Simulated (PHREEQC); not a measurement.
A PHREEQC speciation (ion-association model, wateq4f.dat) at 25 °C gives pH 2.03 and these molalities:

```tsv
species	mol/kgw
H3PO4	0.0121
H+	0.0102
H2PO4-	0.00985
HF	0.00408
F-	0.000326
H2F2	4.34e-5
HF2-	5.11e-6
```

**Question.** What are the element totals, and what could have been dissolved in 1 kg of water to give them?

**Answer.** One answer among several that fit: totals F 0.00450, P 0.0220 mol/kgw, from 0.0045 mol/kgw HF and 0.022 mol/kgw H3PO4.

No solid was allowed to form. H3PO4, which wateq4f.dat lacks, is added to it with the constant of phreeqc.dat.
